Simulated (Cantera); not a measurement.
## Equilibrium for silicon carbide growth: (CH3)2SiCl2 + H2

A closed system holds: 1 mol (CH3)2SiCl2, a varied amount of H2, held at 2123 K and 1000 Pa.

Method: chemical equilibrium by Gibbs-energy minimisation in Cantera with the NASA 1993 tables (ideal gas, pure condensed phases). Candidate condensed phases: C, C6H6, C7H8, C8H18, Si, SiC; 109 gas species. The feed counts by its element totals alone. The tables' values for SiCl are old estimates; treat these amounts as uncertain. Gases not in the tables: Si2H6 and higher silanes. The numbers say what is thermodynamically allowed, not how fast it happens.

```tsv
n(H2) (mol)	x H2	x H	x HCl	x C2H2 (acetylene)	x Si	x Cl	x SiC2	n C(graphite)	n SiC(s)
110	0.945	0.0349	0.0166	0.00156	0.00143	0.000450	0.000101	0.818	0.786
160	0.950	0.0350	0.0116	0.00157	0.00143	0.000313	0.000101	0.729	0.698
240	0.954	0.0350	0.00779	0.00158	0.00143	0.000210	0.000101	0.588	0.557
340	0.956	0.0351	0.00553	0.00158	0.00143	0.000149	0.000101	0.412	0.379
500	0.958	0.0351	0.00378	0.00159	0.00143	0.000102	0.000101	0.132	0.0937
720	0.960	0.0351	0.00263	0.00127	0.00114	7.08e-5	6.44e-5	0	0
1000	0.961	0.0352	0.00190	0.000930	0.000850	5.10e-5	3.52e-5	0	0
1500	0.962	0.0352	0.00127	0.000630	0.000585	3.41e-5	1.64e-5	0	0
```
x: gas mole fraction; n: condensed amount in mol.

From 110 mol H2 to 500 mol H2 the condensed part is C(graphite) + SiC(s). From 720 mol H2 to 1500 mol H2 nothing is condensed. The main Si-bearing gas is Si throughout.
